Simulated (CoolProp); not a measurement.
The fluid at 439.73 K and 2.06 MPa expands adiabatically to 0.732 MPa with isentropic efficiency 1. The same conditions are run with several fluids, on thermodynamics alone (safety and materials aside).

Values from CoolProp's reference Helmholtz-energy equation of state of each fluid (neopentane: Lemmon 2006; R1233zd(E): Akasaka 2022; R507A: Lemmon 2003; cyclopropane: Polt 1992; R134a: Tillner-Roth 1994). The equations of Platzer and Polt are older, rougher fits. Blends and air are pseudo-pure fits.

Problem. Rank neopentane, R1233zd(E), R507A, cyclopropane, R134a by work (kJ/kg), highest first.

Solution. cyclopropane (78.8), neopentane (42.1), R507A (34.3), R134a (32.7), R1233zd(E) (23.0)

```json
[
 {"fluid": "neopentane", "final temperature (K)": "408.8", "final density (kg/m³)": "17.3"},
 {"fluid": "R1233zd(E)", "final temperature (K)": "399.6", "final density (kg/m³)": "32.3"},
 {"fluid": "R507A", "final temperature (K)": "400.7", "final density (kg/m³)": "22.7"},
 {"fluid": "cyclopropane", "final temperature (K)": "390.8", "final density (kg/m³)": "9.97"},
 {"fluid": "R134a", "final temperature (K)": "400.3", "final density (kg/m³)": "23.7"}
]
```
